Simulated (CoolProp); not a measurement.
Vapour-liquid equilibrium of benzene (1) + p-xylene (2) at 0.323 MPa; x and y are mole fractions of (1).

Model: multi-fluid Helmholtz-energy mixture model, Thol 2012 and Zhou 2012; pair parameters Bell 2016, in CoolProp.

| x | bubble temperature, mixture model (°C) | bubble temperature, Raoult's law (°C) | y, mixture model | y, Raoult's law |
|---|---|---|---|---|
| 0.05 | 182.5 | 181.6 | 0.139 | 0.164 |
| 0.2 | 168.2 | 166.4 | 0.456 | 0.497 |
| 0.35 | 156.1 | 154.5 | 0.660 | 0.691 |
| 0.5 | 146.2 | 145.0 | 0.793 | 0.813 |
| 0.65 | 137.9 | 137.1 | 0.882 | 0.894 |
| 0.8 | 130.9 | 130.5 | 0.943 | 0.949 |
| 0.95 | 124.9 | 124.8 | 0.988 | 0.989 |

The largest gap from Raoult's law is +1.8 K in bubble temperature, at x = 0.2. No azeotrope shows between x = 0.05 and 0.95.

Pair parameters are fitted to limited data, so mixtures are less certain than the pure fluids.
